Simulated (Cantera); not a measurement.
A closed system holds: 1 mol Si, 0.12 mol O2, 86 mol H2, 4.7 mol CO, held at 1748.15 K and 1000 Pa.

Method: chemical equilibrium by Gibbs-energy minimisation in Cantera with the NASA 1993 tables (ideal gas, pure condensed phases). Candidate condensed phases: C, C6H6, C7H8, C8H18, H2O, Si, SiC, SiO2; 123 gas species. Rates play no part.

Base state: H2 0.943, CO 0.0475, SiO 0.00680, H 0.00222, Si 1.51e-5 (mole fractions); condensed: SiC(s).

Task: What changes in the equilibrium state with this change: temperature from 1748.15 K to 900 K?

Result: 
| species | before | after |
|---|---|---|
| H2 | 0.943 | 0.964 |
| CO | 0.0475 | 0.0323 |
| CH4 | 1.49e-6 | 0.00290 |
| SiO | 0.00680 | <1e-9 |
| H | 0.00222 | 1.15e-9 |
| Si | 1.51e-5 | <1e-9 |
| SiC(s), mol | 0.379 | 0 |
| C(graphite), mol | 0 | 1.58 |
| SiO2(β-quartz), mol | 0 | 1.00 |
